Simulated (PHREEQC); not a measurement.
## Polishing slurry liquid

Consider water at 25 °C with 0.013 mol TMAH and 1.1e-05 mol CO2 per kg of water. Closed to the air; pH follows from the charge balance.

Computed with PHREEQC (ion-association model, phreeqc.dat).

This is a speciation only: nothing precipitates in the calculation.

Q: What pH does the model give?

A: pH 12.06.

Q: In which forms is C present?

A: CO3-2 99 %, HCO3- 1.3 % of the C.

Complexes and solids missing from the database can't appear. (CH3)4N+ isn't in the database: it is added as a free cation with an ion size of 4 Å.
